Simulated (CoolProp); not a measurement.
Saturation properties of CHF3 (R23) (Tc = 299.3 K, pc = 4832 kPa, ω = 0.263).

Model: reference Helmholtz-energy equation of state, Penoncello 2003, in CoolProp.

| T (K) | p (kPa) | liquid density (kg/m³) | vapour Z | liquid conductivity (mW/(m K)) |
|---|---|---|---|---|
| 177.8 | 43.82 | 1495 | 0.9749 | 148 |
| 183.1 | 62.20 | 1476 | 0.9687 | 142 |
| 188.3 | 85.78 | 1456 | 0.9617 | 138 |
| 193.6 | 116.6 | 1436 | 0.9534 | 133 |
| 198.8 | 154.8 | 1416 | 0.9442 | 129 |
| 204.1 | 203.1 | 1395 | 0.9336 | 124 |
| 209.3 | 261.2 | 1374 | 0.9219 | 120 |
| 214.6 | 332.8 | 1352 | 0.9088 | 117 |
| 219.8 | 416.8 | 1330 | 0.8945 | 113 |
| 225.1 | 518.2 | 1307 | 0.8785 | 110 |
| 230.4 | 637.2 | 1283 | 0.8611 | 106 |
| 235.6 | 773.0 | 1258 | 0.8424 | 103 |
| 240.9 | 932.6 | 1232 | 0.8216 | 99.4 |
| 246.1 | 1112 | 1205 | 0.7995 | 96.2 |

It boils at 191.1 K under 1 atm.

Thermal conductivity comes from a separate model (Shan 2000).
